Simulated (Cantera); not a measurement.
A closed system holds: 1 mol C3H6, 0.047 mol H2O, a varied amount of N2, at 2148 K and 0.100 bar.

These are equilibrium values from Cantera (NASA tables, ideal gas, pure condensed phases), not measurements of a reactor. Candidate condensed phases: C, C6H6, C7H8, C8H18, H2O; 136 gas species. The numbers say what is thermodynamically allowed, not how fast it happens.

x: gas mole fraction; n: condensed amount in mol.

```
n(N2) (mol)        x N2        x H2       x HCN         x H  n C(graphite)
-----------  ----------  ----------  ----------  ----------  -------------
2.4               0.428       0.539      0.0122     0.00968           2.87
3.4               0.515       0.455      0.0123     0.00889           2.86
4.9               0.604       0.369      0.0120     0.00800           2.84
7            (withheld)  (withheld)      0.0113  (withheld)           2.82
10                0.756  (withheld)  (withheld)  (withheld)           2.79
14                0.812       0.170     0.00941     0.00543           2.77
21                0.865       0.119     0.00814     0.00455           2.73
30                0.901      0.0860     0.00706     0.00387           2.69
43                0.928      0.0610     0.00603     0.00326           2.64
```

**Question.** Fill in the missing entries.

**Answer.** 
- 7, x N2: 0.685
- 7, x H2: 0.291
- 7, x H: 0.00710
- 10, x H2: 0.223
- 10, x HCN: 0.0104
- 10, x H: 0.00622
